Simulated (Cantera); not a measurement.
# Diamond growth

A diamond (100) surface in a fixed gas of H2 with x(CH4) = 0.011, x(H) = 0.0019, x(CH3) = 2.4e-05, 1600 Pa; coverages are run to steady state.

Model: the Harris–Goodwin 1993 mechanism for the reconstructed diamond (100) surface, integrated in Cantera.

```
T (K)  growth (µm/h)  θ c6HH  θ c6H*  θ c6*H   θ c6**    θ c6HM
-----  -------------  ------  ------  ------  -------  --------
900            0.116   0.684  0.0103   0.289  0.00427    0.0103
975            0.153   0.616  0.0160   0.352  0.00782   0.00644
1050           0.125   0.554  0.0227   0.407   0.0128   0.00271
1125          0.0640   0.498  0.0301   0.451   0.0191  0.000665
1200          0.0407   0.451  0.0378   0.484   0.0262  0.000134
1275          0.0394   0.414  0.0455   0.507   0.0335   2.73e-5
1350          0.0325   0.385  0.0529   0.522   0.0403   5.66e-6
```
θ: site fractions in the mechanism's names (c6HH fully hydrogenated, c6H* and c6*H radical sites, c6** diradical, c6HM methylated).
